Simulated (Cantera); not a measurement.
# Ignition delay

Mixture: CH4 : O2 : N2 = 1 : 4.55 : 17.1 (molar parts), at 87000 Pa, adiabatic and at constant volume. Ignition delay is the time to a rise of 400 K.

Cantera simulation using GRI-Mech 3.0 (53 species, 325 reactions); the numbers are that mechanism's predictions, not measurements.

```
T0 (K)  delay (ms)
------  ----------
1000           831
1050           346
1100           151
1150          68.5
1200          32.6
1250          16.2
1300          8.38
```

| Property | Value |
|---|---|
| apparent activation energy between 1200 and 1300 K | 180 kJ/mol |
